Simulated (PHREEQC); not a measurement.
Synthetic water in mg/kgw, 25 °C, pH 8.07, pe 9.4:

```json
[
 {"constituent": "Na", "mg/kgw": "39.3"},
 {"constituent": "K", "mg/kgw": "0.000345"},
 {"constituent": "Ca", "mg/kgw": "12.4"},
 {"constituent": "Mg", "mg/kgw": "7.14"},
 {"constituent": "Cl", "mg/kgw": "16.1"},
 {"constituent": "S(6) as SO4", "mg/kgw": "20.9"},
 {"constituent": "Alkalinity as HCO3", "mg/kgw": "131"},
 {"constituent": "Cu(2)", "mg/kgw": "1.47"},
 {"constituent": "Br", "mg/kgw": "6.83"},
 {"constituent": "Zn", "mg/kgw": "4.16"},
 {"constituent": "Cd", "mg/kgw": "0.172"},
 {"constituent": "Li", "mg/kgw": "0.00727"}
]
```

Valence states are taken as typed.

Equilibrium calculation in PHREEQC: ion-association model, wateq4f.dat.

No solid was allowed to form.

**Question.** Predict the ionic strength.

**Answer.** ionic strength 0.00374 mol/kgw.

**Question.** In which forms is Zn present?

**Answer.** ZnCO3 45 %, Zn+2 29 %, Zn(CO3)2-2 13 %, ZnHCO3+ 5.5 %, Zn(OH)2 3.9 %, ZnOH+ 3.1 % of the Zn.

Examples of supersaturated solids here: Otavite, Malachite. Others may be too. The database's constant for dissolved Cu(OH)2 is higher than later reviews accept. The database's zinc carbonate complexes are estimates, stronger than later reviews accept.
